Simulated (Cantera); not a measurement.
## Si(CH₃)₄ + C₃H₈ + H₂ (silicon carbide growth)

Charge: 1 mol Si(CH₃)₄, 0.064 mol C₃H₈, 1 mol H₂, equilibrated at 0.133 bar.

These are equilibrium values from Cantera (NASA tables, ideal gas, pure condensed phases), not measurements of a reactor. Candidate condensed phases: C, C₆H₆, C₇H₈, C₈H₁₈, Si, SiC; 87 gas species. Gases not in the tables: Si₂H₆ and higher silanes. The numbers say what is thermodynamically allowed, not how fast it happens.

From 1050 K to 2250 K the condensed part is C(graphite) + SiC(s).

| T (K) | log p H₂ | log p H | log p CH₄ | log p C₂H₂ (acetylene) | log p Si | log p SiH | log p SiC₂ | n C(graphite) | n SiC(s) |
|---|---|---|---|---|---|---|---|---|---|
| 1050 | -0.88 | -8.53 | -3.00 | -9.26 | <-12 | <-12 | <-12 | 3.14 | 1.00 |
| 1200 | -0.88 | -7.14 | -3.55 | -7.86 | <-12 | <-12 | <-12 | 3.18 | 1.00 |
| 1350 | -0.88 | -6.06 | -3.99 | -6.78 | -12.12 | -11.75 | <-12 | 3.19 | 1.00 |
| 1500 | -0.88 | -5.19 | -4.34 | -5.92 | -10.12 | -10.05 | -12.87 | 3.19 | 1.00 |
| 1650 | -0.88 | -4.48 | -4.63 | -5.22 | -8.48 | -8.65 | -10.73 | 3.19 | 1.000 |
| 1800 | -0.88 | -3.88 | -4.87 | -4.63 | -7.12 | -7.50 | -8.95 | 3.19 | 1.000 |
| 1950 | -0.88 | -3.38 | -5.07 | -4.14 | -5.97 | -6.52 | -7.45 | 3.18 | 1.000 |
| 2100 | -0.88 | -2.95 | -5.24 | -3.72 | -4.98 | -5.69 | -6.17 | 3.17 | 0.999 |
| 2250 | -0.89 | -2.57 | -5.40 | -3.36 | -4.13 | -4.97 | -5.07 | 3.15 | 0.994 |
log p: log10 of the partial pressure in bar; n: condensed amount in mol.
